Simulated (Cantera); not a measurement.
Hydrocarbon pyrolysis for carbon deposition

An isothermal, constant-pressure homogeneous reactor starts with C2H6 : N2 = 2.2 : 4.3 (molar parts), at 1273 K and 1.01 bar.

Computed with Cantera and GRI-Mech 3.0 (53 species, 325 reactions). GRI-Mech 3.0 stops at C3 and has no aromatics, soot or wall deposition, so with more carbon than oxygen in the feed, carbon stays in small species such as C2H2 where larger ones or solid carbon would form.

```json
[
 {"t (s)": "0.000100", "x C2H6": "0.334", "x C2H4": "0.00308", "x H2": "0.00297", "x HCN": "4.41e-12", "x C2H2": "2.40e-6", "x H": "3.61e-6", "x CH2": "1.86e-9"},
 {"t (s)": "0.000239", "x C2H6": "0.321", "x C2H4": "0.0118", "x H2": "0.0113", "x HCN": "1.17e-11", "x C2H2": "3.82e-5", "x H": "4.43e-6", "x CH2": "2.65e-9"},
 {"t (s)": "0.000572", "x C2H6": "0.291", "x C2H4": "0.0324", "x H2": "0.0311", "x HCN": "1.80e-11", "x C2H2": "0.000276", "x H": "4.68e-6", "x CH2": "2.54e-9"},
 {"t (s)": "0.00137", "x C2H6": "0.230", "x C2H4": "0.0736", "x H2": "0.0713", "x HCN": "2.30e-11", "x C2H2": "0.00133", "x H": "5.15e-6", "x CH2": "2.21e-9"},
 {"t (s)": "0.00327", "x C2H6": "0.131", "x C2H4": "0.138", "x H2": "0.136", "x HCN": "2.65e-11", "x C2H2": "0.00489", "x H": "5.97e-6", "x CH2": "1.61e-9"},
 {"t (s)": "0.00782", "x C2H6": "0.0380", "x C2H4": "0.191", "x H2": "0.199", "x HCN": "2.88e-11", "x C2H2": "0.0142", "x H": "6.11e-6", "x CH2": "7.37e-10"},
 {"t (s)": "0.0187", "x C2H6": "0.00685", "x C2H4": "0.192", "x H2": "0.227", "x HCN": "2.99e-11", "x C2H2": "0.0293", "x H": "3.74e-6", "x CH2": "1.77e-10"},
 {"t (s)": "0.0447", "x C2H6": "0.00281", "x C2H4": "0.173", "x H2": "0.239", "x HCN": "3.04e-11", "x C2H2": "0.0465", "x H": "2.58e-6", "x CH2": "7.67e-11"},
 {"t (s)": "0.107", "x C2H6": "0.00229", "x C2H4": "0.143", "x H2": "0.251", "x HCN": "3.12e-11", "x C2H2": "0.0686", "x H": "2.39e-6", "x CH2": "6.45e-11"},
 {"t (s)": "0.256", "x C2H6": "0.00187", "x C2H4": "0.115", "x H2": "0.258", "x HCN": "3.32e-11", "x C2H2": "0.0885", "x H": "2.11e-6", "x CH2": "5.50e-11"},
 {"t (s)": "0.612", "x C2H6": "0.00157", "x C2H4": "0.0999", "x H2": "0.250", "x HCN": "3.70e-11", "x C2H2": "0.0959", "x H": "1.71e-6", "x CH2": "4.65e-11"},
 {"t (s)": "1.46", "x C2H6": "0.00132", "x C2H4": "0.0910", "x H2": "0.230", "x HCN": "4.35e-11", "x C2H2": "0.0963", "x H": "1.27e-6", "x CH2": "3.79e-11"},
 {"t (s)": "3.50", "x C2H6": "0.00106", "x C2H4": "0.0813", "x H2": "0.205", "x HCN": "5.27e-11", "x C2H2": "0.0959", "x H": "8.78e-7", "x CH2": "2.85e-11"},
 {"t (s)": "8.36", "x C2H6": "0.000816", "x C2H4": "0.0709", "x H2": "0.179", "x HCN": "6.46e-11", "x C2H2": "0.0955", "x H": "5.90e-7", "x CH2": "2.03e-11"},
 {"t (s)": "20.0", "x C2H6": "0.000622", "x C2H4": "0.0614", "x H2": "0.156", "x HCN": "7.95e-11", "x C2H2": "0.0952", "x H": "4.02e-7", "x CH2": "1.45e-11"}
]
```
x: mole fraction; the columns are a selection and need not sum to one.

Equilibrium at this temperature and pressure: C2H6 0.000390, C2H4 0.0408, H2 0.142, HCN 0.0700, C2H2 0.0695, H 2.68e-7, CH2 8.83e-12 (gas phase only).
